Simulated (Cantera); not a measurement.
# Abatement and gas-phase synthesis: CS₂ + SO₂

Charge: 1 mol CS₂, 0.0051 mol SO₂, at 452 °C and 1.33 mbar.

Method: chemical equilibrium by Gibbs-energy minimisation in Cantera with the NASA 1993 tables (ideal gas, pure condensed phases). Candidate condensed phases: C, S; 22 gas species. Gases not in the tables: S₃ to S₇. Rates play no part.

```json
{
  "x(CS₂)": "0.915",
  "x(S₂)": "0.0746",
  "x(COS)": "0.00737",
  "x(CO)": "0.00271",
  "x(CO₂)": "1.42e-5",
  "n(C(graphite))": "0.0663 mol",
  "gas_amount": "1.009 mol",
  "log10 activity of S(l) (absent)": "-1.31"
}
```
